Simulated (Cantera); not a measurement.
**Equilibrium for fluorocarbon and chlorocarbon gases: c-C4F8 + HCl**

A closed system holds: 1 mol c-C4F8, 0.12 mol HCl, held at 9.75 Torr.

These are equilibrium values from Cantera (NASA tables, ideal gas, pure condensed phases), not measurements of a reactor. Candidate condensed phases: C, C6H6, C7H8, C8H18; 118 gas species. The feed counts by its element totals alone. The tables' values for C2F4 are old estimates; treat these amounts as uncertain. Condensed phases not in the tables: fluorocarbon polymer. Gases not in the tables: C2F6 and larger saturated fluorocarbons. The numbers say what is thermodynamically allowed, not how fast it happens.

From 450 °C to 2050 °C the condensed part is C(graphite). The main C-bearing gas is CF4 at 450 °C and CF2 at 2050 °C. The share of C in condensed phases is highest at 1250 °C (50.7 %) and lowest at 2050 °C (35.5 %).

```csv
T (°C),log p CF4,log p CF2,log p F,log p HF,log p Cl,log p HCl,log p Cl2,log p CF3,n C(graphite)
450,-1.92,<-13,<-13,-3.67,-7.97,-3.28,-4.16,<-13,2.01
650,-1.92,-11.46,-13.07,-3.34,-5.82,-3.57,-3.74,-10.91,2.02
850,-1.92,-8.61,-9.88,-3.22,-4.51,-3.92,-3.62,-8.61,2.02
1050,-1.93,-6.64,-7.66,-3.17,-3.68,-4.30,-3.72,-7.01,2.02
1250,-1.93,-5.19,-6.02,-3.16,-3.27,-4.80,-4.21,-5.83,2.03
1450,-1.94,-4.08,-4.76,-3.15,-3.18,-5.41,-5.02,-4.94,2.02
1650,-1.97,-3.22,-3.77,-3.17,-3.17,-5.97,-5.82,-4.25,1.98
1850,-2.10,-2.58,-2.99,-3.23,-3.23,-6.52,-6.58,-3.77,1.81
2050,-2.58,-2.25,-2.44,-3.40,-3.40,-7.11,-7.46,-3.66,1.42
```
log p: log10 of the partial pressure in bar; n: condensed amount in mol.
